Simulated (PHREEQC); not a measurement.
Consider water at 20 °C with 0.00225 mol/kgw HF, 0.01 mol/kgw KF and 4e-06 mol/kgw H4SiO4. It is in equilibrium with CO2 at log p = -2 (atm). Otherwise closed; pH follows from the charge balance.

Model: ion-association model, phreeqc.dat, run in PHREEQC.

**Question.** The ionic strength comes out as 0.0102 mol/kgw. What activity coefficients do HF2-, SiF6-2, HCO3-, F-, K+ get?

**Answer.** HF2- 0.90, SiF6-2 0.67, HCO3- 0.91, F- 0.90, K+ 0.90.

This is a speciation only: nothing precipitates in the calculation. Complexes and solids missing from the database can't appear. SiF6-2 is the database's only silicon fluoride.
